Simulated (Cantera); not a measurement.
A perfectly stirred reactor is fed with NH3 : H2 = 1 : 7.1 (molar parts), at 0.326 atm; it is held at 2025 K, and followed from long to short residence time.

Cantera simulation using the gas-phase N/H chemistry of the illustrative SiF4/NH3 mechanism in the Surface Chemkin manual (1991); the numbers are that mechanism's predictions, not measurements. Walls and surfaces, which speed up NH3 decomposition in real reactors, are not modelled.

### Question
What does this change do: NH3 1 to 6.4 parts?

### Answer
```tsv
quantity	before	after
x(NH3) at τ = 5.50 s	0.00282	0.00650
x(H2) at τ = 5.50 s	0.941	0.833
x(H) at τ = 5.50 s	0.00288	0.00213
x(N2H2) at τ = 5.50 s	6.63e-9	2.22e-8
x(N) at τ = 5.50 s	7.42e-7	9.86e-7
x(NH3) at τ = 0.160 s	0.0486	0.152
x(H2) at τ = 0.160 s	0.917	0.738
x(H) at τ = 0.160 s	0.00121	0.000669
x(N2H2) at τ = 0.160 s	2.06e-7	7.89e-7
x(N) at τ = 0.160 s	9.88e-7	9.69e-7
```

### Question
What does this change do: temperature 2025 to 1725 K?

### Answer
```json
[
 {"quantity": "x(NH3) at τ = 5.50 s", "before": "0.00282", "after": "0.0683"},
 {"quantity": "x(H2) at τ = 5.50 s", "before": "0.941", "after": "0.907"},
 {"quantity": "x(H) at τ = 5.50 s", "before": "0.00288", "after": "0.000207"},
 {"quantity": "x(N2H2) at τ = 5.50 s", "before": "6.63e-9", "after": "3.49e-8"},
 {"quantity": "x(N) at τ = 5.50 s", "before": "7.42e-7", "after": "3.24e-8"},
 {"quantity": "x(NH3) at τ = 0.160 s", "before": "0.0486", "after": "0.120"},
 {"quantity": "x(H2) at τ = 0.160 s", "before": "0.917", "after": "0.878"},
 {"quantity": "x(H) at τ = 0.160 s", "before": "0.00121", "after": "0.000170"},
 {"quantity": "x(N2H2) at τ = 0.160 s", "before": "2.06e-7", "after": "7.53e-8"},
 {"quantity": "x(N) at τ = 0.160 s", "before": "9.88e-7", "after": "3.48e-8"}
]
```

### Question
What does this change do: H2 7.1 to 0.95 parts?

### Answer
| quantity | before | after |
|---|---|---|
| x(NH3) at τ = 5.50 s | 0.00282 | 0.00683 |
| x(H2) at τ = 5.50 s | 0.941 | 0.824 |
| x(H) at τ = 5.50 s | 0.00288 | 0.00208 |
| x(N2H2) at τ = 5.50 s | 6.63e-9 | 2.36e-8 |
| x(N) at τ = 5.50 s | 7.42e-7 | 9.93e-7 |
| x(NH3) at τ = 0.160 s | 0.0486 | 0.161 |
| x(H2) at τ = 0.160 s | 0.917 | 0.722 |
| x(H) at τ = 0.160 s | 0.00121 | 0.000642 |
| x(N2H2) at τ = 0.160 s | 2.06e-7 | 8.47e-7 |
| x(N) at τ = 0.160 s | 9.88e-7 | 9.67e-7 |
